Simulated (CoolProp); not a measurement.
Vapour-liquid equilibrium of cyclopentane (1) + octamethylcyclotetrasiloxane (D4) (2) at 461.1 K; x and y are mole fractions of (1).

Model: multi-fluid Helmholtz-energy mixture model, Gedanitz 2015 and Thol 2015; pair parameters Bell 2016, in CoolProp.

Give the bubble pressure and the first vapour's composition at x = 0.2, 0.35, 0.5. Is there an azeotrope?

x = 0.2: 0.3605 MPa, y = 0.657; x = 0.35: 0.5742 MPa, y = 0.810; x = 0.5: 0.8379 MPa, y = 0.891. No azeotrope shows between x = 0.05 and 0.95.

The pair parameters rest on a limited set of measurements; away from them the model extrapolates.
